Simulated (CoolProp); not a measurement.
Saturation properties of methane (Tc = 190.6 K, pc = 4.599 MPa, ω = 0.011).

Computed with CoolProp (reference Helmholtz-energy equation of state, Setzmann 1991).

```
T (K)  p (MPa)  vapour Z  surface tension (mN/m)  liquid viscosity (µPa s)  liquid conductivity (mW/(m K))
-----  -------  --------  ----------------------  ------------------------  ------------------------------
148.5   0.9711    0.8277                    6.05                      58.9                             131
151.5    1.112    0.8107                    5.53                      55.9                             127
154.5    1.268    0.7926                    5.01                      53.1                             123
157.5    1.438    0.7734                    4.51                      50.3                             119
160.5    1.624    0.7529                    4.01                      47.6                             114
163.5    1.827    0.7311                    3.53                      45.1                             110
166.5    2.048    0.7077                    3.06                      42.5                             106
169.5    2.287    0.6825                    2.59                      40.0                             101
172.5    2.545    0.6551                    2.15                      37.5                            96.9
175.6    2.834    0.6242                    1.70                      34.9                            92.3
178.6    3.136    0.5908                    1.29                      32.3                            87.7
181.6    3.462    0.5528                   0.896                      29.7                            83.2
```

It boils at 111.7 K under 1 atm.

Viscosity comes from a separate model (Quiñones-Cisneros 2006). Thermal conductivity comes from a separate model (Friend 1989). Surface tension comes from a separate correlation (Mulero 2012).
